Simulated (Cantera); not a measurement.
A freely propagating, adiabatic, planar premixed flame of 7.97 % C₂H₄, 15.9 % O₂, 71.7 % N₂, 4.38 % CO₂, equivalence ratio 1.5, unburnt at 350 K and 1.01 bar; mixture-averaged transport, grid criteria slope 0.08 and curve 0.16, no radiation.

Computed with Cantera and GRI-Mech 3.0 (53 species, 325 reactions). GRI-Mech 3.0 was tuned for natural gas; its chemistry of ethylene as a main component is partial and can be far from experiment. Burning velocities carry a grid error of a few per cent, more on coarse grids.

### Question
Predict: laminar burning velocity; thermal thickness; peak x(CH₄); peak x(C₂H); peak x(HCN).

### Answer
```json
{
  "laminar_burning_velocity": "49.8 cm/s",
  "thermal_thickness": "0.382 mm",
  "peak x(CH₄)": "0.00239",
  "peak x(C₂H)": "3.47e-6",
  "peak x(HCN)": "2.73e-5"
}
```
